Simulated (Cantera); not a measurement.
Premixed flame

A freely propagating, adiabatic, planar premixed flame of 33.5 % H2, 14.0 % O2, 52.6 % N2, equivalence ratio 1.2, unburnt at 450 K and 0.132 atm; mixture-averaged transport, grid criteria slope 0.08 and curve 0.16, no radiation.

Cantera simulation using the H2/O2 subset of GRI-Mech 3.0, which has no nitrogen chemistry; the numbers are that mechanism's predictions, not measurements. Burning velocities carry a grid error of a few per cent, more on coarse grids.

| z (mm) | T (K) | u (m/s) | x H2 | x O2 | x H2O | x HO2 | x H2O2 | x O |
|---|---|---|---|---|---|---|---|---|
| -17.6 | 450 | 4.01 | 0.335 | 0.140 | <1e-8 | <1e-8 | <1e-8 | <1e-8 |
| -11.8 | 450 | 4.01 | 0.335 | 0.140 | <1e-8 | <1e-8 | <1e-8 | <1e-8 |
| -8.82 | 450 | 4.01 | 0.335 | 0.140 | <1e-8 | <1e-8 | <1e-8 | <1e-8 |
| -5.88 | 450 | 4.01 | 0.335 | 0.140 | <1e-8 | 1.49e-8 | <1e-8 | <1e-8 |
| -2.94 | 454 | 4.04 | 0.334 | 0.140 | 0.000148 | 6.31e-5 | 1.17e-6 | 2.14e-6 |
| -1.47 | 623 | 5.46 | 0.309 | 0.136 | 0.0133 | 4.96e-5 | 6.08e-6 | 0.000130 |
| 0 | 1074 | 9.10 | 0.171 | 0.0887 | 0.115 | 1.53e-5 | 5.46e-7 | 0.00609 |
| 1.47 | 1358 | 11.4 | 0.0707 | 0.0274 | 0.226 | 4.29e-6 | 6.90e-7 | 0.0113 |
| 2.94 | 1474 | 12.3 | 0.0650 | 0.0200 | 0.239 | 2.76e-6 | 5.76e-7 | 0.0113 |
| 5.88 | 1606 | 13.2 | 0.0685 | 0.0174 | 0.246 | 2.05e-6 | 3.77e-7 | 0.0106 |
| 11.8 | 1754 | 14.3 | 0.0715 | 0.0147 | 0.254 | 1.48e-6 | 2.03e-7 | 0.00926 |
| 23.5 | 1910 | 15.4 | 0.0727 | 0.0116 | 0.264 | 1.04e-6 | 1.05e-7 | 0.00734 |
| 47.0 | 2060 | 16.4 | 0.0722 | 0.00859 | 0.276 | 7.32e-7 | 5.79e-8 | 0.00523 |
x: mole fraction of selected species; z is measured from the peak of heat release.

```
Item                         Value
------------------------  --------
laminar burning velocity  401 cm/s
thermal thickness          5.88 mm
peak x(HO2)                8.93e-5
peak x(H2O2)               7.49e-6
peak x(O)                   0.0114
grid points                    138
```
